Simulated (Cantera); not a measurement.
A closed system holds: 1 mol B, 0.17 mol H2O, 1.1 mol H2, equilibrated at 848.15 K and 16.0 mbar.

Cantera equilibrium calculation (NASA polynomials, part measured and part estimated; ideal gas, pure solids and liquids). Candidate condensed phases: B, B2O3, B3O3H3, H2O; 23 gas species. The numbers say what is thermodynamically allowed, not how fast it happens.

Base state: H2 0.999, B3O3H3 0.000603 (mole fractions); condensed: B(s) + B2O3(l).

What changes in the equilibrium state with this change: temperature from 848.15 K to 1500 K?


| species | before | after |
|---|---|---|
| H2 | 0.999 | 0.963 |
| HBO | 7.73e-8 | 0.0278 |
| B2O2 | <1e-9 | 0.00596 |
| B2O3 | <1e-9 | 0.00136 |
| HBO2 | <1e-9 | 0.000696 |
| H | <1e-9 | 0.000137 |
| B(s), mol | 0.886 | 0.869 |
| B2O3(l), mol | 0.0559 | 0.0360 |
Mutual solubility and eutectic melting of coexisting phases are not modelled.
